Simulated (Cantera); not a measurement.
Cantera run, input and output.

```python
import numpy as np
import cantera as ct

gas = ct.Solution("gri30.yaml")
gas.TPX = 1100, 1333, {'H2': 0.16, 'O2': 1, 'N2': 0.19}
inlet = ct.Reservoir(gas, clone=True)

reactor = ct.IdealGasConstPressureReactor(gas, energy="off", clone=False)
exhaust = ct.Reservoir(gas, clone=True)
tau = [1, 0.39, 0.15, 0.058, 0.023, 0.0087, 0.0034, 0.0013, 0.00051, 0.0002][0]
for a, b in ((inlet, reactor), (reactor, exhaust)):
    ct.MassFlowController(a, b, mdot=lambda t: reactor.mass / tau)
net = ct.ReactorNet([reactor])
show = ['H2', 'O2', 'NO', 'N2O', 'OH']

rows = []
print(f"{'tau/s':>10s}{'T/K':>9s}" + "".join(f"{s:>11s}" for s in show))
for tau in [1, 0.39, 0.15, 0.058, 0.023, 0.0087, 0.0034, 0.0013, 0.00051, 0.0002]:
    net.initial_time = 0.0
    net.advance(30 * tau)
    before = gas.X
    net.advance(40 * tau)
    drift = np.max(np.abs(gas.X - before) / (gas.X + 1e-9))
    rows.append([gas.T, *gas[show].X, drift])
    print(f"{tau:10.3e}{gas.T:9.1f}" + "".join(f"{x:11.3e}" for x in gas[show].X))
```

Result:

```
     tau/s      T/K         H2         O2         NO        N2O         OH
 1.000e+00   1100.0  5.414e-04  7.220e-01  2.823e-08  3.086e-09  1.077e-03
 3.900e-01   1100.0  9.546e-04  7.202e-01  4.791e-08  2.496e-09  1.488e-03
 1.500e-01   1100.0  1.681e-03  7.169e-01  8.015e-08  1.948e-09  2.059e-03
 5.800e-02   1100.0  2.921e-03  7.115e-01  1.230e-07  1.471e-09  2.813e-03
 2.300e-02   1100.0  4.943e-03  7.037e-01  1.577e-07  1.080e-09  3.714e-03
 8.700e-03   1100.0  8.550e-03  6.946e-01  1.485e-07  7.381e-10  4.758e-03
 3.400e-03   1100.0  1.494e-02  6.895e-01  9.102e-08  4.567e-10  5.763e-03
 1.300e-03   1100.0  2.805e-02  6.924e-01  3.440e-08  2.216e-10  6.568e-03
 5.100e-04   1100.0  5.360e-02  7.049e-01  7.478e-09  7.443e-11  6.295e-03
 2.000e-04   1100.0  9.848e-02  7.291e-01  2.785e-10  9.564e-12  2.799e-03
```

Detailed kinetics in Cantera: GRI-Mech 3.0 (53 species, 325 reactions). Radical loss at walls, strong at low pressure, is not modelled. The temperature is held fixed by assumption; the heat of reaction is taken as removed at once.
